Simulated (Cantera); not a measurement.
## Equilibrium for aluminium nitride and oxide growth: Al + N2O + H2 + HCl

A closed system holds: 1 mol Al, 16 mol N2O, a varied amount of H2, 1.1 mol HCl, at 1777 °C and 0.825 Torr.

Method: chemical equilibrium by Gibbs-energy minimisation in Cantera with the NASA 1993 tables (ideal gas, pure condensed phases). Candidate condensed phases: Al, AlCl3, AlN, Al2O3, H2O, NH4Cl; 45 gas species. The tables' values for AlOH are old estimates; treat these amounts as uncertain. The numbers say what is thermodynamically allowed, not how fast it happens.

```tsv
n(H2) (mol)	x H2	x N2	x H2O	x O2	x H	x HCl	x Cl	x OH	x O	n Al2O3(s)
1.7	0.00179	0.619	0.0685	0.231	0.00290	0.0195	0.0233	0.0121	0.0141	0.500
3	0.00312	0.603	0.111	0.202	0.00382	0.0219	0.0198	0.0149	0.0132	0.500
5.3	0.00586	0.577	0.183	0.154	0.00524	0.0240	0.0159	0.0178	0.0115	0.500
9.4	0.0131	0.535	0.295	0.0801	0.00783	0.0256	0.0113	0.0193	0.00831	0.500
17	0.0800	0.458	0.394	0.00385	0.0193	0.0267	0.00478	0.0104	0.00182	0.500
30	0.307	0.332	0.296	0.000148	0.0379	0.0209	0.00191	0.00400	0.000357	0.500
52	0.506	0.225	0.202	2.52e-5	0.0487	0.0145	0.00103	0.00212	0.000147	0.499
93	0.665	0.141	0.127	5.73e-6	0.0558	0.00912	0.000566	0.00116	7.02e-5	0.498
160	0.767	0.0876	0.0787	1.66e-6	0.0599	0.00568	0.000328	0.000672	3.79e-5	0.497
290	0.838	0.0505	0.0454	4.64e-7	0.0626	0.00326	0.000181	0.000371	2.00e-5	0.492
```
x: gas mole fraction; n: condensed amount in mol.

From 1.7 mol H2 to 290 mol H2 the condensed part is Al2O3(s). The main Al-bearing gas is AlOCl at 1.7 mol H2 and AlCl at 290 mol H2.
